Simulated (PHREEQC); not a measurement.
# Polishing slurry liquid

Make-up at 25 °C: 0.0095 mol KOH, 0.22 mol KNO3 and 0.001 mol H3BO3 per kg of water. Closed to the air; pH follows from the charge balance.

The numbers come from PHREEQC with the ion-association model, phreeqc.dat.

Precipitation was switched off in this run.

Task: Estimate the pH, activity of water.

Result: pH 11.77; activity of water 0.992.
